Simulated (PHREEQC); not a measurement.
Dissolve 0.0062 mol/kgw NH4HS, 0.00012 mol/kgw HCl and 3.8e-05 mol/kgw FeCl2 at 25 °C. Closed to the air; pH follows from the charge balance.

The numbers come from PHREEQC with the ion-association model, phreeqc.dat.

```tsv
quantity	before	after
pH	8.02	8.08
Fe+2 (mol/kgw)	1.33e-9	3.10e-11
```

**Question.** Name the change that produced these shifts.
(A) NH4HS left out
(B) FeCl2 replaced by FeSO4 at the same molality
(C) 0.0036 mol/kgw SrCl2 added
(D) NH4HS from 0.0062 to 0.031 mol/kgw
(E) HCl from 0.00012 to 0.0006 mol/kgw

**Answer.** D, NH4HS from 0.0062 to 0.031 mol/kgw

No solid was allowed to form. Some of these states are supersaturated (in Mackinawite, FeS(ppt), for instance).
